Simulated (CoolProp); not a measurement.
A simple Rankine cycle with R245fa: condensing at 293.15 K, boiler at 0.851 MPa, turbine inlet 439 K, turbine efficiency 0.75, pump efficiency 0.8, no recuperator. Each further row changes one setting.

The numbers come from the reference Helmholtz-energy equation of state, Akasaka 2015 in CoolProp.

```
case                             thermal efficiency (%)  net work (kJ/kg)  heat in (kJ/kg)  turbine exit temperature (K)  volume ratio over the turbine
-------------------------------  ----------------------  ----------------  ---------------  ----------------------------  -----------------------------
as stated                                          10.6              35.0              332                         399.7                           6.70
condensing temperature 285.15 K                    11.9              40.6              342                         394.0                           9.11
boiler pressure 0.596 MPa                           8.8              29.4              335                         407.7                           4.67
turbine efficiency 0.65                             9.1              30.3              332                         404.3                           6.78
```
